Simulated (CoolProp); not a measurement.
Properties of cyclopentane along the isobar 2460 kPa (Tc = 511.7 K, pc = 4583 kPa, ω = 0.202).

Values from CoolProp's reference Helmholtz-energy equation of state, Gedanitz 2015.

```
T (K)   phase  density (kg/m³)  isothermal compressibility (1/MPa)
-----  ------  ---------------  ----------------------------------
267.8  liquid            771.5                           0.0009818
288.9  liquid            751.7                                   …
310.1  liquid            731.0                            0.001437
331.2  liquid            709.6                            0.001772
352.4  liquid                …                            0.002226
373.5  liquid            663.0                                   …
394.7  liquid            637.2                            0.003791
415.9  liquid            608.9                            0.005272
437    liquid            577.1                            0.007915
458.2  liquid            538.5                             0.01393
479.3     gas            62.00                              0.6600
500.5     gas            54.87                              0.5733
```

Problem. What belongs in the gaps?

Solution. 
- 288.9, isothermal compressibility (1/MPa): 0.001181
- 352.4, density (kg/m³): 686.9
- 373.5, isothermal compressibility (1/MPa): 0.002857
